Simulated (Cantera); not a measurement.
A freely propagating, adiabatic, planar premixed flame of H2 : O2 : N2 = 1 : 0.658 : 2.47 (molar parts), equivalence ratio 0.76, unburnt at 623 K and 3750 Torr; unity-Lewis-number transport, grid criteria slope 0.08 and curve 0.16, no radiation.

Detailed kinetics in Cantera: the H2/O2 subset of GRI-Mech 3.0, which has no nitrogen chemistry. The hydrogen kinetics of GRI-Mech 3.0 are dated; newer H2 mechanisms differ, most at raised pressure. Unity Lewis numbers drop preferential diffusion, which matters most where H2 and H carry the flame. Burning velocities carry a grid error of a few per cent, more on coarse grids.

**Question.** Predict: laminar burning velocity; thermal thickness; peak x(OH); peak x(H); peak x(H2O2); peak x(O).

**Answer.** 
| Item | Result |
|---|---|
| laminar burning velocity | 459 cm/s |
| thermal thickness | 0.0460 mm |
| peak x(OH) | 0.0170 |
| peak x(H) | 0.0260 |
| peak x(H2O2) | 4.07e-5 |
| peak x(O) | 0.0107 |
